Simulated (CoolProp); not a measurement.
Values from CoolProp's reference Helmholtz-energy equation of state, Lemmon 2006. It is a short technical equation, of lower accuracy than the large ones.

### Question
For CH3F (R41), give the phase and the cv (kJ/(kg K)), speed of sound (m/s), isothermal compressibility (1/MPa) at 191.5 K and 87 bar; 341.3 K and 87 bar.

### Answer
- 191.5 K and 87 bar: liquid; cv 1.28, speed of sound 1150, isothermal compressibility 0.00132
- 341.3 K and 87 bar: supercritical; cv 1.40, speed of sound 237, isothermal compressibility 0.324
